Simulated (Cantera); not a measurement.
# PbF₂ + H₂ (halide evaporation, hydrolysis and transport)

A closed system holds: 1 mol PbF₂, a varied amount of H₂, at 1723 K and 2.70 Pa.

Cantera equilibrium calculation (NASA polynomials, part measured and part estimated; ideal gas, pure solids and liquids). Candidate condensed phases: Pb, PbF₂; 16 gas species. Equilibrium is a limit: real reactors are often held back by kinetics, nucleation or transport.

From 10 mol H₂ to 150 mol H₂ nothing is condensed. The main Pb-bearing gas is Pb throughout.

| n(H₂) (mol) | x H₂ | x HF | x Pb | x H | x PbF |
|---|---|---|---|---|---|
| 10 | 0.724 | 0.164 | 0.0821 | 0.0299 | 1.88e-6 |
| 25 | 0.858 | 0.0729 | 0.0364 | 0.0325 | 3.41e-7 |
| 41 | 0.898 | 0.0457 | 0.0229 | 0.0333 | 1.31e-7 |
| 56 | 0.916 | 0.0339 | 0.0170 | 0.0336 | 7.15e-8 |
| 71 | 0.926 | 0.0269 | 0.0135 | 0.0338 | 4.49e-8 |
| 86 | 0.933 | 0.0223 | 0.0112 | 0.0339 | 3.08e-8 |
| 100 | 0.937 | 0.0193 | 0.00964 | 0.0340 | 2.28e-8 |
| 120 | 0.942 | 0.0161 | 0.00806 | 0.0341 | 1.59e-8 |
| 130 | 0.944 | 0.0149 | 0.00745 | 0.0341 | 1.36e-8 |
| 150 | 0.946 | 0.0129 | 0.00647 | 0.0341 | 1.02e-8 |
x: gas mole fraction; nothing condenses.
